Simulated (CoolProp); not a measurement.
Vapour-liquid equilibrium of propane (1) + dimethyl ether (2) at -50.95 °C; x and y are mole fractions of (1).

Model: multi-fluid Helmholtz-energy mixture model, Lemmon 2009 and Wu 2011; pair parameters Bell 2016, in CoolProp.

Task: Give the bubble pressure and the first vapour's composition at x = 0.35, 0.425, 0.725. Is there an azeotrope?

Result: x = 0.35: 0.05350 MPa, y = 0.623; x = 0.425: 0.05631 MPa, y = 0.667; x = 0.725: 0.06401 MPa, y = 0.813. No azeotrope shows between x = 0.05 and 0.95.

Pair parameters are fitted to limited data, so mixtures are less certain than the pure fluids.
